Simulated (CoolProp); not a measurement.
Values from CoolProp's reference Helmholtz-energy equation of state, Schmidt 1985.

Question: For oxygen, give the phase and the cp (kJ/(kg K)), cv (kJ/(kg K)), speed of sound (m/s), Joule-Thomson coefficient (K/MPa) at -98.85 °C and 1.77 bar.

Answer: 
- -98.85 °C and 1.77 bar: gas; cp 0.921, cv 0.653, speed of sound 251, Joule-Thomson coefficient 7.00
